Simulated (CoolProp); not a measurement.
Aqueous methanol as a coolant, at 17 °C, 1 atm.

Values from CoolProp's Melinder's fits for secondary coolants.

```tsv
mass %	freezing point (°C)	density (kg/m³)	cp (kJ/(kg K))	conductivity (W/(m K))	viscosity (mPa s)
4.1	-2.4	991.5	4.213	0.568	1.22
10.8	-7.2	___	4.199	0.530	1.45
17.6	-12.9	971.3	4.135	0.493	1.68
24.4	___	961.4	4.052	0.458	1.86
31.1	-27.0	951.2	3.958	0.425	1.98
37.9	___	940.0	___	0.393	2.02
44.6	-45.6	928.0	3.710	0.365	1.99
```

**Question.** Fill in the missing entries.

**Answer.** 
- 10.8, density (kg/m³): 981.0
- 24.4, freezing point (°C): -19.5
- 37.9, freezing point (°C): -35.7
- 37.9, cp (kJ/(kg K)): 3.845
